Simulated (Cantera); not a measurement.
A closed system holds: 1 mol Ti, 1.2 mol C3H8, 14 mol H2, held at 16.0 Pa.

These are equilibrium values from Cantera (NASA tables, ideal gas, pure condensed phases), not measurements of a reactor. Candidate condensed phases: C, C6H6, C7H8, C8H18, Ti, TiC; 77 gas species. TiC: taken at fixed stoichiometry. Kinetics and transport are ignored.

x: gas mole fraction; n: condensed amount in mol.

```csv
T (°C),x H2,x H,x C2H2 (acetylene),x Ti,x C2H,x C3,x C,n C(graphite),n TiC(s)
1527,0.972,0.0279,0.000170,6.42e-8,4.29e-8,7.16e-10,1.58e-9,2.59,1.000
1552,0.966,0.0342,0.000207,1.16e-7,7.15e-8,1.52e-9,3.05e-9,2.59,1.000
1577,0.958,0.0417,0.000251,2.06e-7,1.17e-7,3.16e-9,5.77e-9,2.59,1.000
1602,0.949,0.0505,0.000301,3.60e-7,1.90e-7,6.45e-9,1.07e-8,2.59,1.000
1627,0.939,[?],[?],[?],[?],[?],[?],2.59,1.000
1652,0.927,0.0728,0.000424,1.05e-6,4.78e-7,2.54e-8,3.55e-8,2.58,1.000
1677,0.913,0.0866,0.000499,1.77e-6,7.44e-7,4.89e-8,6.30e-8,2.58,1.000
1702,0.897,0.102,0.000582,2.92e-6,1.14e-6,9.28e-8,1.10e-7,2.58,1.000
1727,0.879,0.121,0.000675,4.77e-6,1.73e-6,1.73e-7,1.90e-7,2.57,1.000
1752,0.858,[?],[?],[?],[?],[?],[?],2.57,1.000
1777,0.835,0.164,0.000887,1.22e-5,3.85e-6,5.76e-7,5.44e-7,2.56,1.000
1802,0.810,0.189,0.00100,1.93e-5,5.63e-6,1.03e-6,9.03e-7,2.56,1.000
1827,0.781,0.218,0.00113,3.01e-5,8.13e-6,1.80e-6,1.48e-6,2.55,0.999
1852,0.750,0.249,0.00126,4.64e-5,1.16e-5,3.13e-6,2.40e-6,2.55,0.999
```

Question: Some entries are withheld; supply them.

Answer: 
- 1627, x H: 0.0608
- 1627, x C2H2 (acetylene): 0.000358
- 1627, x Ti: 6.20e-7
- 1627, x C2H: 3.04e-7
- 1627, x C3: 1.29e-8
- 1627, x C: 1.97e-8
- 1752, x H: 0.141
- 1752, x C2H2 (acetylene): 0.000777
- 1752, x Ti: 7.69e-6
- 1752, x C2H: 2.60e-6
- 1752, x C3: 3.18e-7
- 1752, x C: 3.24e-7
